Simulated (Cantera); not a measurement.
A closed system holds: 1 mol SiCl4, 0.15 mol O2, 3.8 mol N2, held at 798.15 K and 100000 Pa.

Method: chemical equilibrium by Gibbs-energy minimisation in Cantera with the NASA 1993 tables (ideal gas, pure condensed phases). Candidate condensed phases: Si, SiO2, Si2N2O, Si3N4; 23 gas species. The numbers say what is thermodynamically allowed, not how fast it happens.

Base state: N2 0.768, SiCl4 0.172, Cl2 0.0606 (mole fractions); condensed: SiO2(α-quartz).

Q: What changes in the equilibrium state with this change: O2 from 0.15 to 2.9 mol?

A: 
| species | before | after |
|---|---|---|
| N2 | 0.768 | 0.494 |
| Cl2 | 0.0606 | 0.260 |
| O2 | <1e-9 | 0.247 |
| SiCl4 | 0.172 | <1e-9 |
| SiO2(α-quartz), mol | 0.150 | 1.00 |

Q: What changes in the equilibrium state with this change: O2 from 0.15 to 0.32 mol?

A: 
| species | before | after |
|---|---|---|
| N2 | 0.768 | 0.742 |
| SiCl4 | 0.172 | 0.133 |
| Cl2 | 0.0606 | 0.125 |
| SiO2(α-quartz), mol | 0.150 | 0.320 |
